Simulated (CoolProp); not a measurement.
A closed Brayton cycle with carbon dioxide: compressor inlet 316.15 K and 8.6 MPa, high pressure 29.2 MPa, turbine inlet 670 K, compressor efficiency 0.85, turbine efficiency 0.85, recuperator effectiveness 0.8 (on enthalpy, no pinch check). Each further row changes one setting.

Computed with CoolProp (reference Helmholtz-energy equation of state, Span 1996).

```
case                           thermal efficiency (%)  net work (kJ/kg)  compressor to turbine work  compressor exit (K)  turbine exit (K)
-----------------------------  ----------------------  ----------------  --------------------------  -------------------  ----------------
as stated                                        24.4              61.5                        0.47                400.6             546.4
turbine inlet 620 K                              21.7              49.9                        0.52                400.6             500.6
compressor inlet 326.15 K                        21.6              49.4                        0.57                427.5             546.4
high pressure 24.8 MPa                           24.0              57.4                        0.43                389.0             562.5
recuperator effectiveness 0.5                    20.3              61.5                        0.47                400.6             546.4
```
